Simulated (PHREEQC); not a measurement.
A solution holds 69 mmol/kgw NH4HF2, at 20 °C. Closed to the air; pH follows from the charge balance.

All values are PHREEQC results (ion-association model, wateq4f.dat), not measurements.

This is a speciation only: nothing precipitates in the calculation.

Order these F species by the share of F that they hold, largest first: HF, H2F2, HF2-, F-.

F- (43 %), HF (33 %), HF2- (15 %), H2F2 (9.4 %)

The pH is 3.15 and the ionic strength 0.0698 mol/kgw. wateq4f.dat counts part of the HF as a dimer, H2F2, which phreeqc.dat doesn't know; its constant is uncertain.
